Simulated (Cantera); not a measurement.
A closed system holds: 1 mol C₂H₂, 0.029 mol H₂O, 8.5 mol N₂, at 1000 Pa.

Method: chemical equilibrium by Gibbs-energy minimisation in Cantera with the NASA 1993 tables (ideal gas, pure condensed phases). Candidate condensed phases: C, C₆H₆, C₇H₈, C₈H₁₈, H₂O; 136 gas species. The numbers say what is thermodynamically allowed, not how fast it happens.

x: gas mole fraction; n: condensed amount in mol.

```csv
T (K),x N₂,x H₂,x H,x HCN,x CO,x HNC,x C₂H₂ (acetylene),n C(graphite)
923,0.889,0.108,8.02e-10,4.21e-7,0.00303,3.38e-10,[?],1.97
1073,0.889,0.108,4.60e-8,4.77e-6,0.00303,1.16e-8,[?],1.97
1223,0.889,0.108,9.86e-7,2.96e-5,0.00303,1.66e-7,[?],1.97
1373,0.889,0.108,1.09e-5,0.000123,0.00303,1.32e-6,[?],1.97
1523,0.889,0.107,7.57e-5,0.000383,0.00303,6.96e-6,[?],1.97
1673,0.889,0.107,0.000372,0.000972,0.00303,2.71e-5,[?],1.96
1823,0.888,0.106,0.00141,0.00210,0.00303,8.39e-5,[?],1.95
1973,0.885,0.103,0.00433,0.00400,0.00303,0.000216,[?],1.93
2123,0.881,0.0976,0.0112,0.00682,0.00302,0.000478,[?],1.90
2273,0.872,0.0878,0.0249,0.0105,0.00300,0.000921,[?],1.85
```

Problem. Complete the blanks.

Solution. 
- 923, x C₂H₂ (acetylene): 1.28e-11
- 1073, x C₂H₂ (acetylene): 7.73e-10
- 1223, x C₂H₂ (acetylene): 1.69e-8
- 1373, x C₂H₂ (acetylene): 1.86e-7
- 1523, x C₂H₂ (acetylene): 1.27e-6
- 1673, x C₂H₂ (acetylene): 6.09e-6
- 1823, x C₂H₂ (acetylene): 2.24e-5
- 1973, x C₂H₂ (acetylene): 6.60e-5
- 2123, x C₂H₂ (acetylene): 0.000162
- 2273, x C₂H₂ (acetylene): 0.000331
